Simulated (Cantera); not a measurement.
What does this Cantera script print?

```python
import numpy as np
import cantera as ct

gas = ct.Solution("gri30.yaml")
gas.TPX = 1875, 180000, {'CH4': 1, 'N2': 44}
reactor = ct.IdealGasConstPressureReactor(gas, energy="off", clone=False)
net = ct.ReactorNet([reactor])
net.rtol, net.atol = 1e-08, 1e-18
show = ['CH4', 'H2', 'H', 'CH3', 'CH2', 'C2H']
times = np.geomspace(5e-06, 7, 14)

steps = ct.SolutionArray(gas, extra=["t"])
rows = []
print(f"{'t/s':>10s}{'T/K':>9s}{'P/Pa':>11s}" + "".join(f"{s:>11s}" for s in show))
for t in times:
    while net.time < t:
        t_next = net.step()
        steps.append(gas.state, t=t_next)
    rows.append([np.interp(t, steps.t, y) for y in (steps.T, steps.P, *steps(*show).X.T)])
    print(f"{t:10.3e}{rows[-1][0]:9.1f}{rows[-1][1]:11.4g}" + "".join(f"{x:11.3e}" for x in rows[-1][2:]))
rate = np.gradient(steps.T, steps.t)
print("integrator steps:", len(steps.t))
if steps.T.max() > steps.T[0] + 200:
    print(f"time of steepest temperature rise: {steps.t[rate.argmax()]:.4e} s")
gas.TPX = 1875, 180000, {'CH4': 1, 'N2': 44}
gas.equilibrate("TP")
print(f"equilibrium (TP): T = {gas.T:.1f} K  " + "  ".join(f"{s} {gas[s].X[0]:.3e}" for s in show))
```

Output:

```
       t/s      T/K       P/Pa        CH4         H2          H        CH3        CH2        C2H
 5.000e-06   1875.0    1.8e+05  2.219e-02  1.713e-05  2.081e-06  3.621e-05  5.626e-09  3.065e-16
 1.485e-05   1875.0    1.8e+05  2.211e-02  5.575e-05  2.194e-06  1.104e-04  4.029e-08  1.057e-13
 4.411e-05   1875.0    1.8e+05  2.186e-02  1.943e-04  3.227e-06  3.153e-04  2.544e-07  2.891e-11
 1.310e-04   1875.0    1.8e+05  2.068e-02  1.118e-03  1.075e-05  7.655e-04  1.234e-06  3.661e-09
 3.891e-04   1875.0    1.8e+05  1.513e-02  7.937e-03  3.780e-05  8.990e-04  2.226e-06  8.502e-08
 1.156e-03   1875.0    1.8e+05  8.195e-03  1.972e-02  5.949e-05  4.431e-04  1.189e-06  2.237e-07
 3.433e-03   1875.0    1.8e+05  3.602e-03  2.703e-02  7.464e-05  1.920e-04  5.619e-07  2.930e-07
 1.020e-02   1875.0    1.8e+05  1.325e-03  3.053e-02  8.327e-05  7.143e-05  2.223e-07  3.287e-07
 3.028e-02   1875.0    1.8e+05  4.515e-04  3.186e-02  8.689e-05  2.453e-05  7.850e-08  3.434e-07
 8.995e-02   1875.0    1.8e+05  1.527e-04  3.232e-02  8.818e-05  8.326e-06  2.692e-08  3.486e-07
 2.672e-01   1875.0    1.8e+05  5.755e-05  3.246e-02  8.860e-05  3.141e-06  1.020e-08  3.502e-07
 7.935e-01   1875.0    1.8e+05  3.599e-05  3.249e-02  8.869e-05  1.965e-06  6.387e-09  3.505e-07
 2.357e+00   1875.0    1.8e+05  3.476e-05  3.249e-02  8.868e-05  1.898e-06  6.169e-09  3.502e-07
 7.000e+00   1875.0    1.8e+05  3.462e-05  3.248e-02  8.868e-05  1.891e-06  6.146e-09  3.492e-07
integrator steps: 1418
equilibrium (TP): T = 1875.0 K  CH4 1.128e-05  H2 3.254e-02  H 8.878e-05  CH3 6.153e-07  CH2 2.000e-09  C2H 3.218e-08
```

Cantera simulation using GRI-Mech 3.0 (53 species, 325 reactions); the numbers are that mechanism's predictions, not measurements. GRI-Mech 3.0 stops at C3 and has no aromatics, soot or wall deposition, so with more carbon than oxygen in the feed, carbon stays in small species such as C2H2 where larger ones or solid carbon would form.
